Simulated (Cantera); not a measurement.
An isothermal, constant-pressure homogeneous reactor starts with 52.6 % H₂, 27.7 % O₂, 19.7 % N₂, equivalence ratio 0.95, at 800 K and 0.690 bar.

Computed with Cantera and the H2/O2 subset of GRI-Mech 3.0, which has no nitrogen chemistry. Below about 950 K walls govern HO2 and H2O2 in real vessels. The temperature is held fixed by assumption; the heat of reaction is taken as removed at once.

Problem. Predict: x(H₂) at 40.0 s; x(O₂) at 40.0 s; x(H₂O) at 40.0 s; x(HO₂) at 40.0 s.

Solution. 
- x(H₂) at 40.0 s: 0.476 (gas-phase equilibrium <1e-12)
- x(O₂) at 40.0 s: 0.251 (gas-phase equilibrium 0.0188)
- x(H₂O) at 40.0 s: 0.0662 (gas-phase equilibrium 0.714)
- x(HO₂) at 40.0 s: 1.34e-5 (gas-phase equilibrium 6.82e-12)
